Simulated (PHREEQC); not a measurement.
# Nickel, zinc or cadmium bath: speciation

Solution (73 °C): 0.0022 mol ZnCl2, 0.047 mol KCl and 0.047 mol H2SO4 per kg of water. Closed to the air; pH follows from the charge balance.

Computed with PHREEQC (ion-association model, phreeqc.dat).

```
Quantity                     Result
--------------------  -------------
pH                             1.35
ionic strength        0.112 mol/kgw
specific conductance    54800 µS/cm
density                 0.981 g/cm³
total alkalinity       -94.0 meq/kg
```

```
species     molality  activity   log γ
----------  --------  --------  ------
H+            0.0549    0.0443  -0.093
Cl-           0.0510    0.0377  -0.131
K+            0.0457    0.0336  -0.133
HSO4-         0.0391    0.0295  -0.122
SO4-2        0.00624   0.00204  -0.485
Zn+2         0.00146  0.000482  -0.481
KSO4-        0.00130  0.000994  -0.117
ZnCl+       0.000407  0.000302  -0.129
ZnSO4       0.000309  0.000317   0.011
ZnCl2        1.37e-5   1.41e-5   0.011
Zn(SO4)2-2   1.18e-5   3.83e-6  -0.488
ZnCl3-       1.03e-6   7.62e-7  -0.129
```

This is a speciation only: nothing precipitates in the calculation. Species that the database lacks are ignored. At this temperature some constants are extrapolated from 25 °C, and those without enthalpy data are left unchanged.
